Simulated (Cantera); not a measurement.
**Pyrogenic steam for wet oxidation**

An isothermal, constant-pressure homogeneous reactor starts with 40.0 % H2, 25.0 % O2, 35.0 % N2, at 798 K and 82.5 Torr.

Model: GRI-Mech 3.0 (53 species, 325 reactions), integrated in Cantera. Radical loss at walls, strong at low pressure, is not modelled. Below about 950 K walls govern HO2 and H2O2 in real vessels. The temperature is held fixed by assumption; the heat of reaction is taken as removed at once.

```tsv
t (s)	x H2	x O2	x NO	x H2O2	x H2O	x O	x OH
1.00e-5	0.400	0.250	<1e-12	<1e-12	<1e-12	<1e-12	<1e-12
5.24e-5	0.400	0.250	<1e-12	<1e-12	<1e-12	<1e-12	<1e-12
0.000275	0.400	0.250	<1e-12	<1e-12	1.26e-12	<1e-12	<1e-12
0.00144	0.400	0.250	<1e-12	<1e-12	4.33e-11	<1e-12	<1e-12
0.00756	0.400	0.250	<1e-12	9.15e-12	3.20e-9	2.12e-11	3.64e-12
0.0397	0.271	0.189	5.49e-9	1.32e-5	0.162	3.86e-7	2.29e-7
0.208	0.271	0.189	1.41e-10	4.46e-5	0.162	2.27e-10	7.68e-11
1.09	0.271	0.189	1.98e-10	5.19e-5	0.162	2.33e-10	8.16e-11
5.72	0.271	0.189	2.56e-10	9.77e-5	0.162	4.07e-10	1.52e-10
30.0	0.267	0.187	5.34e-10	0.000545	0.166	1.94e-9	9.32e-10
```
x: mole fraction; the columns are a selection and need not sum to one.

Equilibrium at this temperature and pressure: H2 <1e-12, O2 0.0625, NO 7.92e-7, H2O2 4.62e-12, H2O 0.500, O <1e-12, OH 2.36e-9 (gas phase only).
